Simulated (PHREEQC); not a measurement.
## Spent oxide etchant

Solution (48 °C): 0.039 mol/kgw NH4HF2, 0.01 mol/kgw H2SiF6, 0.021 mol/kgw H3PO4 and 0.17 mol/kgw HCl. Closed to the air; pH follows from the charge balance.

The numbers come from PHREEQC with the ion-association model, phreeqc.dat.

No solid was allowed to form.

Task: Predict the pH, density.

Result: pH 0.92; density 0.994 g/cm³.

Task: In which forms is P present?

Result: H3PO4 94 %, H2PO4- 5.8 % of the P.

Away from 25 °C the constants follow the database's enthalpies or fits; those with neither stay at their 25 °C values. SiF6-2 is the database's only silicon fluoride.
